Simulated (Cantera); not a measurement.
An adiabatic, constant-pressure homogeneous reactor starts with CO : H₂ : CH₄ : O₂ : N₂ = 1 : 0.069 : 1.4 : 5.47 : 60.1 (molar parts), equivalence ratio 0.61, at 1425 K and 5.00 bar. Integrator tolerance rtol = 1e-08.

Computed with Cantera and GRI-Mech 3.0 (53 species, 325 reactions).

**Question.** What does this change do: initial temperature 1425 to 1300 K?

**Answer.** 
```json
[
 {"quantity": "time of steepest temperature rise", "before": "1.12 ms", "after": "4.39 ms"},
 {"quantity": "temperature at 9.00 s", "before": "1987 K", "after": "1873 K"},
 {"quantity": "equilibrium temperature", "before": "1987 K", "after": "1871 K"},
 {"quantity": "x(CO) at 9.00 s", "before": "0.000109 (gas-phase equilibrium 0.000109)", "after": "3.86e-5 (gas-phase equilibrium 3.82e-5)"},
 {"quantity": "x(H₂) at 9.00 s", "before": "2.86e-5 (gas-phase equilibrium 2.86e-5)", "after": "1.12e-5 (gas-phase equilibrium 1.11e-5)"},
 {"quantity": "x(CH₄) at 9.00 s", "before": "<1e-12 (gas-phase equilibrium <1e-12)", "after": "<1e-12 (gas-phase equilibrium <1e-12)"},
 {"quantity": "x(HCN) at 9.00 s", "before": "<1e-12 (gas-phase equilibrium <1e-12)", "after": "<1e-12 (gas-phase equilibrium <1e-12)"},
 {"quantity": "x(CH₂CO) at 9.00 s", "before": "<1e-12 (gas-phase equilibrium <1e-12)", "after": "<1e-12 (gas-phase equilibrium <1e-12)"},
 {"quantity": "x(H) at 9.00 s", "before": "3.58e-6 (gas-phase equilibrium 3.58e-6)", "after": "9.73e-7 (gas-phase equilibrium 9.56e-7)"}
]
```

**Question.** What does this change do: CO 1 to 1.8 parts?

**Answer.** 
```json
[
 {"quantity": "time of steepest temperature rise", "before": "1.12 ms", "after": "1.10 ms"},
 {"quantity": "temperature at 9.00 s", "before": "1987 K", "after": "2064 K"},
 {"quantity": "equilibrium temperature", "before": "1987 K", "after": "2064 K"},
 {"quantity": "x(CO) at 9.00 s", "before": "0.000109 (gas-phase equilibrium 0.000109)", "after": "0.000302 (gas-phase equilibrium 0.000302)"},
 {"quantity": "x(H₂) at 9.00 s", "before": "2.86e-5 (gas-phase equilibrium 2.86e-5)", "after": "5.61e-5 (gas-phase equilibrium 5.61e-5)"},
 {"quantity": "x(CH₄) at 9.00 s", "before": "<1e-12 (gas-phase equilibrium <1e-12)", "after": "<1e-12 (gas-phase equilibrium <1e-12)"},
 {"quantity": "x(HCN) at 9.00 s", "before": "<1e-12 (gas-phase equilibrium <1e-12)", "after": "<1e-12 (gas-phase equilibrium <1e-12)"},
 {"quantity": "x(CH₂CO) at 9.00 s", "before": "<1e-12 (gas-phase equilibrium <1e-12)", "after": "<1e-12 (gas-phase equilibrium <1e-12)"},
 {"quantity": "x(H) at 9.00 s", "before": "3.58e-6 (gas-phase equilibrium 3.58e-6)", "after": "8.37e-6 (gas-phase equilibrium 8.37e-6)"}
]
```

**Question.** What does this change do: constant volume in place of constant pressure?

**Answer.** 
| quantity | before | after |
|---|---|---|
| time of steepest temperature rise | 1.12 ms | 1.09 ms |
| temperature at 9.00 s | 1987 K | 2134 K |
| equilibrium temperature | 1987 K | 2134 K |
| x(CO) at 9.00 s | 0.000109 (gas-phase equilibrium 0.000109) | 0.000286 (gas-phase equilibrium 0.000286) |
| x(H₂) at 9.00 s | 2.86e-5 (gas-phase equilibrium 2.86e-5) | 6.74e-5 (gas-phase equilibrium 6.74e-5) |
| x(CH₄) at 9.00 s | <1e-12 (gas-phase equilibrium <1e-12) | <1e-12 (gas-phase equilibrium <1e-12) |
| x(HCN) at 9.00 s | <1e-12 (gas-phase equilibrium <1e-12) | <1e-12 (gas-phase equilibrium <1e-12) |
| x(CH₂CO) at 9.00 s | <1e-12 (gas-phase equilibrium <1e-12) | <1e-12 (gas-phase equilibrium <1e-12) |
| x(H) at 9.00 s | 3.58e-6 (gas-phase equilibrium 3.58e-6) | 1.16e-5 (gas-phase equilibrium 1.16e-5) |
